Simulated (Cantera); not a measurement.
Charge: 1 mol SiO2, 7.3 mol HBr, at 1823 K and 0.0100 bar.

Method: chemical equilibrium by Gibbs-energy minimisation in Cantera with the NASA 1993 tables (ideal gas, pure condensed phases). Candidate condensed phases: Br2, H2O, Si, SiO2; 28 gas species. The tables hold silica as quartz up to 1696 K and as liquid above; real silica turns to tridymite and cristobalite and melts near 1996 K. The numbers say what is thermodynamically allowed, not how fast it happens.

Base state: HBr 0.593, Br 0.266, H2 0.126, H2O 0.00657, SiO 0.00655, H 0.00154, Br2 0.000461 (mole fractions); condensed: SiO2(condensed).

What changes in the equilibrium state with this change: temperature from 1823 K to 1698 K?


```tsv
species	before	after
HBr	0.593	0.725
Br	0.266	0.181
H2	0.126	0.0895
SiO	0.00655	0.00151
H2O	0.00657	0.00157
H	0.00154	0.000433
SiBr2	9.71e-6	2.53e-5
Br2	0.000461	0.000570
SiO2(condensed), mol	0.944	0.988
```
